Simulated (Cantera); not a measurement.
An isothermal, constant-pressure homogeneous reactor starts with 2.82 % H2, 97.2 % O2, at 1398 K and 1400 Pa.

Cantera simulation using GRI-Mech 3.0 (53 species, 325 reactions); the numbers are that mechanism's predictions, not measurements. Radical loss at walls, strong at low pressure, is not modelled.

One state of this run: x H2 = 0.000268; x O2 = 0.948; x H2O = 0.0254; x O = 0.0208; x H2O2 = 3.04e-8; x H = 0.00180; x OH = 0.00338. x: mole fraction; the columns are a selection and need not sum to one.

Task: Which value of t (s) does it belong to?
A) 0.0143
B) 6.77e-6
C) 4.59e-5
D) 30.0

Result: A, 0.0143
